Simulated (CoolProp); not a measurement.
Ammonia at 293.15 K and 2.17 MPa flows at 0.14 m/s in a round tube of 20 mm bore and 1.5 µm roughness, fully developed (64/Re and Nu = 3.66 if laminar; Colebrook and Gnielinski if turbulent). Each further row changes one setting.

Computed with CoolProp (reference Helmholtz-energy equation of state, Gao 2020).

```json
[
 {"case": "as stated", "Reynolds number": "12300", "Darcy friction factor": "0.0294", "pressure drop (Pa/m)": "8.81", "heat-transfer coefficient (W/(m² K))": "1180", "mass flow (kg/h)": "96.8"},
 {"case": "velocity 0.28 m/s", "Reynolds number": "24500", "Darcy friction factor": "0.0248", "pressure drop (Pa/m)": "29.7", "heat-transfer coefficient (W/(m² K))": "2110", "mass flow (kg/h)": "194"},
 {"case": "diameter 40 mm", "Reynolds number": "24500", "Darcy friction factor": "0.0247", "pressure drop (Pa/m)": "3.70", "heat-transfer coefficient (W/(m² K))": "1050", "mass flow (kg/h)": "387"}
]
```

Viscosity comes from a separate model (Fenghour 1995). Thermal conductivity comes from a separate model (Tufeu 1984).
